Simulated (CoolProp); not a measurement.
CF4 (R14) along the isotherm 237.7 K: Z from the reference equation and from simpler models built on Tc = 227.4 K, pc = 3.762 MPa, ω = 0.178; each cubic takes its own stable root.

Model: reference Helmholtz-energy equation of state, Platzer 1990, in CoolProp. This equation is an older, rougher fit; its heat capacities, sound speeds and derivatives of the liquid may be far off and weren't checked against measurements.

```tsv
p (MPa)	phase	reference
2.69	gas	0.7515
5.37	supercritical	0.3171
8.06	supercritical	0.3594
10.7	supercritical	0.4411
13.4	supercritical	0.5261
16.1	supercritical	0.6104
18.8	supercritical	0.6933
21.5	supercritical	0.7751
24.2	supercritical	0.8556
26.9	supercritical	0.9351
29.6	supercritical	1.014
32.2	supercritical	1.088
34.9	supercritical	1.165
37.6	supercritical	1.241
```

**Question.** How far does each simpler model (van der Waals, Redlich-Kwong, Soave-Redlich-Kwong, Peng-Robinson) lie from the reference over these 14 states: mean and median of the absolute difference, and the worst?

**Answer.** 
- van der Waals: mean 25.3 %, median 28.0 %, worst +28.3 % at 237.7 K and 10.7 MPa
- Redlich-Kwong: mean 2.7 %, median 1.3 %, worst +8.7 % at 237.7 K and 8.06 MPa
- Soave-Redlich-Kwong: mean 3.6 %, median 1.5 %, worst +14.1 % at 237.7 K and 5.37 MPa
- Peng-Robinson: mean 7.0 %, median 7.8 %, worst -10.8 % at 237.7 K and 37.6 MPa
